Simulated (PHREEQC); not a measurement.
A column of 0.5 m (30 cells, dispersivity 0.04 m, 300 s a shift, diffusion coefficient 3e-10 m²/s) holds 0.061 eq of the database's cation exchanger X per kg of pore water, first in equilibrium with 0.0015 mol NH4Cl, 0.054 mol MnCl2 and 1e-05 mol HCl per kg of water. It is flushed with 0.012 mol/kgw (NH4)2SO4, 0.001 mol/kgw NaCl and 1e-05 mol/kgw HCl, at 25 °C. Values are for the last cell. No CO2 enters from the air. Nothing may precipitate in this run.

Base run: PHREEQC, ion-association model, phreeqc.dat. Each further column changes one thing. The table gives Na in solution (mol/kgw).

```tsv
pore volumes	base	exchange capacity from 0.061 to 0.03 eq/kgw	dispersivity from 0.04 to 0.08 m
0	0	0	0
0.95	0.000298	0.000395	0.000384
1.883	0.000751	0.000846	0.000746
2.583	0.000883	0.000936	[?]
3.517	0.000942	[?]	[?]
4.45	0.000962	0.000984	0.000955
5.15	0.000970	0.000989	0.000967
6.083	0.000978	0.000993	[?]
7.017	0.000983	0.000996	0.000981
```

Task: Fill in the missing entries.

Result: 
- 2.583, dispersivity from 0.04 to 0.08 m: 0.000856
- 3.517, exchange capacity from 0.061 to 0.03 eq/kgw: 0.000972
- 3.517, dispersivity from 0.04 to 0.08 m: 0.000926
- 6.083, dispersivity from 0.04 to 0.08 m: 0.000975
